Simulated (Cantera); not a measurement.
Input (Python, Cantera):

```python
import numpy as np
import cantera as ct

gas = ct.Solution("gri30.yaml")
gas.TPX = 1675, 1900, {'CH4': 0.018, 'H2': 1, 'N2': 0.00053}
inlet = ct.Reservoir(gas, clone=True)

reactor = ct.IdealGasConstPressureReactor(gas, energy="off", clone=False)
exhaust = ct.Reservoir(gas, clone=True)
tau = [3, 0.73, 0.18, 0.044, 0.011, 0.0026, 0.00064][0]
for a, b in ((inlet, reactor), (reactor, exhaust)):
    ct.MassFlowController(a, b, mdot=lambda t: reactor.mass / tau)
net = ct.ReactorNet([reactor])
show = ['CH4', 'H2', 'H', 'C2H2', 'CH3', 'HCN', 'C2H6']

rows = []
print(f"{'tau/s':>10s}{'T/K':>9s}" + "".join(f"{s:>11s}" for s in show))
for tau in [3, 0.73, 0.18, 0.044, 0.011, 0.0026, 0.00064]:
    net.initial_time = 0.0
    net.advance(30 * tau)
    before = gas.X
    net.advance(40 * tau)
    drift = np.max(np.abs(gas.X - before) / (gas.X + 1e-9))
    rows.append([gas.T, *gas[show].X, drift])
    print(f"{tau:10.3e}{gas.T:9.1f}" + "".join(f"{x:11.3e}" for x in gas[show].X))
```

Output:

```
     tau/s      T/K        CH4         H2          H       C2H2        CH3        HCN       C2H6
 3.000e+00   1675.0  9.066e-03  9.854e-01  7.556e-04  4.144e-03  1.410e-04  4.193e-10  2.638e-07
 7.300e-01   1675.0  1.356e-02  9.831e-01  6.921e-04  1.903e-03  1.936e-04  1.145e-10  5.261e-07
 1.800e-01   1675.0  1.654e-02  9.817e-01  5.558e-04  4.447e-04  1.898e-04  1.760e-11  5.767e-07
 4.400e-02   1675.0  1.751e-02  9.816e-01  2.700e-04  2.379e-05  9.775e-05  5.049e-13  2.114e-07
 1.100e-02   1675.0  1.764e-02  9.817e-01  7.544e-05  1.704e-07  2.758e-05  2.751e-15  2.123e-08
 2.600e-03   1675.0  1.767e-02  9.818e-01  1.792e-05  4.533e-10  6.620e-06  1.209e-17  1.076e-09
 6.400e-04   1675.0  1.767e-02  9.818e-01  4.374e-06  1.556e-12  1.672e-06  2.510e-19  3.842e-11
```

Detailed kinetics in Cantera: GRI-Mech 3.0 (53 species, 325 reactions). GRI-Mech 3.0 stops at C3 and has no aromatics, soot or wall deposition, so with more carbon than oxygen in the feed, carbon stays in small species such as C2H2 where larger ones or solid carbon would form. Radical loss at walls, strong at low pressure, is not modelled.
